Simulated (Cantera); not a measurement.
A closed system holds: 1 mol SiH2Cl2, 14 mol H2O, 63 mol H2, held at 1330 Pa.

Method: chemical equilibrium by Gibbs-energy minimisation in Cantera with the NASA 1993 tables (ideal gas, pure condensed phases). Candidate condensed phases: H2O, Si, SiO2; 30 gas species. The tables hold silica as quartz up to 1696 K and as liquid above; real silica turns to tridymite and cristobalite and melts near 1996 K. Equilibrium is a limit: real reactors are often held back by kinetics, nucleation or transport.

Question: Which condensed phases are stable at each of these points (T (K)): 1700, 1725, 1750, 1775, 1800, 1825, 1850, 1875, 1900, 1925, 1950, 1975, 2000?

Answer: 
| T (K) | condensed phases | Si condensed (%) |
|---|---|---|
| 1700 | SiO2(condensed) | 99.1 |
| 1725 | SiO2(condensed) | 98.5 |
| 1750 | SiO2(condensed) | 97.4 |
| 1775 | SiO2(condensed) | 95.7 |
| 1800 | SiO2(condensed) | 93.0 |
| 1825 | SiO2(condensed) | 88.7 |
| 1850 | SiO2(condensed) | 82.1 |
| 1875 | SiO2(condensed) | 72.1 |
| 1900 | SiO2(condensed) | 57.1 |
| 1925 | SiO2(condensed) | 35.3 |
| 1950 | SiO2(condensed) | 4.2 |
| 1975 | gas only | 0.0 |
| 2000 | gas only | 0.0 |

From 1700 K to 1950 K the condensed part is SiO2(condensed). From 1975 K to 2000 K nothing is condensed.
